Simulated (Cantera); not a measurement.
Hydrogen reduction and annealing atmospheres: Fe₃O₄ + H₂

Charge: 1 mol Fe₃O₄, a varied amount of H₂, at 1100 K and 100000 Pa.

Equilibrium computed with Cantera from the NASA thermochemical tables; the gas is ideal and each condensed phase is pure. Candidate condensed phases: Fe, FeO, Fe(OH)₂, Fe(OH)₃, Fe₂O₃, Fe₃O₄, H₂O; 12 gas species. Mutual solubility and eutectic melting of coexisting phases are not modelled. The tables' stoichiometric FeO is somewhat more stable than real wüstite, so its field is too wide. FeO: taken at fixed stoichiometry. The numbers say what is thermodynamically allowed, not how fast it happens.

At 4.5 mol H₂ the condensed part is FeO(s). At 11 mol H₂ the condensed part is Fe(α) + FeO(s). From 26 mol H₂ to 870 mol H₂ the condensed part is Fe(α).

| n(H₂) (mol) | x H₂ | x H₂O | x H | x Fe(OH)₂ | n FeO(s) | n Fe(α) |
|---|---|---|---|---|---|---|
| 4.5 | 0.778 | 0.222 | 2.28e-8 | 1.81e-8 | 3.00 | 0 |
| 11 | 0.816 | 0.184 | 2.33e-8 | 1.50e-8 | 1.97 | 1.03 |
| 26 | 0.846 | 0.154 | 2.38e-8 | 1.01e-8 | 0 | 3.00 |
| 63 | 0.937 | 0.0635 | 2.50e-8 | 1.55e-9 | 0 | 3.00 |
| 150 | 0.973 | 0.0267 | 2.55e-8 | 2.63e-10 | 0 | 3.00 |
| 360 | 0.989 | 0.0111 | 2.57e-8 | 4.49e-11 | 0 | 3.00 |
| 870 | 0.995 | 0.00460 | 2.58e-8 | 7.63e-12 | 0 | 3.00 |
x: gas mole fraction; n: condensed amount in mol.
